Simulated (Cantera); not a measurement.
An isothermal, constant-pressure homogeneous reactor starts with 2.98 % H2, 35.9 % O2, 61.1 % N2, equivalence ratio 0.042, at 950 K and 0.0267 bar.

Model: the H2/O2 subset of GRI-Mech 3.0, which has no nitrogen chemistry, integrated in Cantera. Radical loss at walls, strong at low pressure, is not modelled.

One state of this run: x H2 = 2.38e-10; x O2 = 0.350; x OH = 4.10e-7; x H2O = 0.0303; x O = 4.75e-9; x H2O2 = 1.44e-10. x: mole fraction; the columns are a selection and need not sum to one.

Task: Which value of t (s) does it belong to?
A) 9.18
B) 100
C) 0.000198
D) 0.0775

Result: B, 100
